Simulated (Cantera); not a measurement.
# Counterflow diffusion flame

A counterflow diffusion flame at 100000 Pa, nozzles 20 mm apart: fuel side C₃H₈ : N₂ = 1 : 0.88 (molar parts) at 400 K, oxidiser side O₂ : N₂ = 0.22 : 0.78 (molar parts) at 475 K, fuel mass flux 1 times the oxidiser's; mixture-averaged transport, no radiation.

Model: GRI-Mech 3.0 (53 species, 325 reactions), integrated in Cantera. GRI-Mech 3.0 was tuned for natural gas; its chemistry of propane as a main component is partial and can be far from experiment. GRI-Mech 3.0 has no aromatics or soot, which form on the fuel side of real flames. The maximum strain rate includes the flame's own expansion and is several times the mean.

```csv
oxidiser flux (kg/m²/s),max strain (1/s),mean strain (1/s),T max (K),peak x OH,peak x H,peak x NO,peak x CO,peak x C₂H₂
0.25,171,28.5,2073,0.00717,0.00387,0.000284,0.0637,0.0353
0.34,226,38.7,2054,0.00717,0.00411,0.000268,0.0635,0.0338
0.47,302,53.5,2035,0.00715,0.00436,0.000250,0.0633,0.0321
0.64,400,72.8,2017,0.00709,0.00460,0.000230,0.0632,0.0306
0.88,535,100,1998,0.00701,0.00484,0.000208,0.0632,0.0289
1.2,709,137,1977,0.00687,0.00504,0.000184,0.0633,0.0271
1.7,973,194,1952,0.00664,0.00521,0.000154,0.0637,0.0249
```
x: mole fraction; the columns are a selection and need not sum to one.
